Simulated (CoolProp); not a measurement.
Vapour-liquid equilibrium of toluene (1) + m-xylene (2) at 0.203 bar; x and y are mole fractions of (1).

Model: multi-fluid Helmholtz-energy mixture model, Lemmon 2006 and Zhou 2012; pair parameters Bell 2016, in CoolProp.

```
x     bubble temperature, mixture model (°C)  bubble temperature, Raoult's law (°C)  y, mixture model  y, Raoult's law
----  --------------------------------------  -------------------------------------  ----------------  ---------------
0.05                                    85.7                                   85.9                 ?            0.117
0.2                                     79.9                                   80.6             0.406            0.391
0.35                                       ?                                   76.1             0.599            0.585
0.5                                     71.1                                   72.2             0.733            0.727
0.65                                    68.0                                   68.8             0.831            0.834
0.8                                     65.3                                   65.8             0.909            0.916
0.95                                    63.0                                   63.1                 ?            0.981
```

Problem. Some entries are withheld; supply them.

Solution. 
- 0.05, y, mixture model: 0.121
- 0.35, bubble temperature, mixture model (°C): 75.0
- 0.95, y, mixture model: 0.977

The largest gap from Raoult's law is -1.1 K in bubble temperature, at x = 0.5. No azeotrope shows between x = 0.05 and 0.95.

The pair parameters rest on a limited set of measurements; away from them the model extrapolates.
